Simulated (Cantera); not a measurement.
Feed: 1 mol AlCl₃, 5.6 mol O₂, 1.4 mol H₂, held at 875 °C and 0.0133 bar.

Cantera equilibrium calculation (NASA polynomials, part measured and part estimated; ideal gas, pure solids and liquids). Candidate condensed phases: Al, AlCl₃, Al₂O₃, H₂O; 29 gas species. Kinetics and transport are ignored.

Base state: O₂ 0.619, HCl 0.307, Cl₂ 0.0399, H₂O 0.0291, Cl 0.00463, ClO 1.84e-5 (mole fractions); condensed: Al₂O₃(s).

**Question.** What changes in the equilibrium state with this change: pressure from 0.0133 bar to 0.100 bar?

**Answer.** 
```json
[
 {"species": "O₂", "before": "0.619", "after": "0.617"},
 {"species": "HCl", "before": "0.307", "after": "0.278"},
 {"species": "Cl₂", "before": "0.0399", "after": "0.0575"},
 {"species": "H₂O", "before": "0.0291", "after": "0.0453"},
 {"species": "HOCl", "before": "5.92e-6", "after": "1.47e-5"},
 {"species": "Cl", "before": "0.00463", "after": "0.00203"},
 {"species": "Al₂O₃(s), mol", "before": "0.500", "after": "0.500"}
]
```

**Question.** What changes in the equilibrium state with this change: temperature from 875 °C to 1902 °C?

**Answer.** 
```
species         before     after
-------------  -------  --------
O₂               0.619     0.534
Cl             0.00463     0.186
HCl              0.307     0.175
O              5.41e-8    0.0146
OH             2.98e-6    0.0143
Cl₂             0.0399  0.000248
H₂O             0.0291    0.0729
AlOCl            <1e-9   9.30e-5
H                <1e-9   0.00123
H₂             1.32e-9  0.000841
ClO            1.84e-5  0.000210
Al₂O₃(s), mol    0.500     0.500
```
